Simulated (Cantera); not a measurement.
**Boron, boron nitride and boron oxide: B2H6 + H2O**

Input: 1 mol B2H6, 11 mol H2O, at 1700 °C.

These are equilibrium values from Cantera (NASA tables, ideal gas, pure condensed phases), not measurements of a reactor. Candidate condensed phases: B, B2O3, B3O3H3, H2O; 23 gas species. The feed counts by its element totals alone. Equilibrium is a limit: real reactors are often held back by kinetics, nucleation or transport.

| P (Pa) | x H2O | x H2 | x HBO2 | x H | x OH | x B2O3 |
|---|---|---|---|---|---|---|
| 10 | 0.436 | 0.349 | 0.116 | 0.0797 | 0.00946 | 0.00306 |
| 32 | 0.452 | 0.370 | 0.120 | 0.0459 | 0.00532 | 0.00319 |
| 100 | 0.460 | 0.382 | 0.123 | 0.0264 | 0.00302 | 0.00327 |
| 320 | 0.465 | 0.390 | 0.124 | 0.0149 | 0.00169 | 0.00332 |
| 1000 | 0.467 | 0.394 | 0.125 | 0.00847 | 0.000954 | 0.00334 |
| 3200 | 0.469 | 0.396 | 0.125 | 0.00475 | 0.000533 | 0.00336 |
| 10000 | 0.470 | 0.398 | 0.126 | 0.00269 | 0.000302 | 0.00337 |
| 32000 | 0.470 | 0.398 | 0.126 | 0.00151 | 0.000169 | 0.00337 |
| 100000 | 0.470 | 0.399 | 0.126 | 0.000852 | 9.54e-5 | 0.00337 |
x: gas mole fraction; nothing condenses.

From 10.0 Pa to 100000 Pa nothing is condensed. The main B-bearing gas is HBO2 throughout.
